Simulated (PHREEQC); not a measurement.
## Brine: speciation

Make-up at 25 °C: 0.058 mol CaCl2 and 0.0085 mol MgSO4 per kg of water. Closed to the air; pH follows from the charge balance.

All values are PHREEQC results (Pitzer model, pitzer.dat), not measurements.

No solid was allowed to form.

**Question.** What specific conductance, density, osmotic coefficient does the model give?

**Answer.** specific conductance 12600 µS/cm; density 1.003 g/cm³; osmotic coefficient 0.835.

Species that the database lacks are ignored.
